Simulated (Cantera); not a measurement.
A closed system holds: 1 mol SiC, 0.0077 mol Si, 1.6 mol N2, equilibrated at 1400 K and 9.50 Pa.

Equilibrium computed with Cantera from the NASA thermochemical tables; the gas is ideal and each condensed phase is pure. Candidate condensed phases: C, Si, SiC, Si3N4; 20 gas species. N2 is the only nitrogen source here; it is nearly inert below about 1500 K, so the nitride shown seldom forms there in practice. Mutual solubility and eutectic melting of coexisting phases are not modelled. Rates play no part.

Base state: N2 1.000 (mole fractions); condensed: SiC(s) + Si3N4(s).

Q: What changes in the equilibrium state with this change: temperature from 1400 K to 2523.15 K?

A: 
```tsv
species	before	after
N2	1.000	0.600
Si	1.33e-6	0.296
SiC2	<1e-9	0.0821
CN	<1e-9	0.00991
C3	<1e-9	0.00748
SiC(s), mol	1.00	0
Si3N4(s), mol	0.00257	0
C(graphite), mol	0	0.466
```
The tables' values for SiN are old estimates; treat these amounts as uncertain.

Q: What changes in the equilibrium state with this change: temperature from 1400 K to 2925 K?

A: 
| species | before | after |
|---|---|---|
| N2 | 1.000 | 0.493 |
| Si | 1.33e-6 | 0.304 |
| C | <1e-9 | 0.0791 |
| CN | <1e-9 | 0.0465 |
| C3 | <1e-9 | 0.0423 |
| SiC2 | <1e-9 | 0.0210 |
| C2 | <1e-9 | 0.0137 |
| N | <1e-9 | 0.000611 |
| SiC | <1e-9 | 0.000268 |
| SiC(s), mol | 1.00 | 0 |
| Si3N4(s), mol | 0.00257 | 0 |
The tables' values for SiN are old estimates; treat these amounts as uncertain.
